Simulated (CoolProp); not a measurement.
Carbon dioxide along the isobar 323 bar: density (kg/m³) from the reference equation and from simpler models built on Tc = 304.1 K, pc = 73.77 bar, ω = 0.224; each cubic takes its own stable root.

Computed with CoolProp (reference Helmholtz-energy equation of state, Span 1996).

```csv
T (K),phase,reference
229.3,liquid,1196
237.1,liquid,1173
244.8,liquid,1150
252.5,liquid,1127
260.2,liquid,1103
267.9,liquid,1078
275.6,liquid,1053
283.3,liquid,1027
291.1,liquid,1001
298.8,liquid,973.8
306.5,supercritical,946.2
314.2,supercritical,918.0
321.9,supercritical,889.1
329.6,supercritical,859.7
337.3,supercritical,829.7
345.1,supercritical,799.0
```

Problem. How far does each simpler model (van der Waals, Redlich-Kwong) lie from the reference over these 16 states: mean and median of the absolute difference, and the worst?

Solution. 
- van der Waals: mean 28.4 %, median 29.1 %, worst -33.6 % at 229.3 K and 323 bar
- Redlich-Kwong: mean 7.4 %, median 7.6 %, worst -7.9 % at 229.3 K and 323 bar
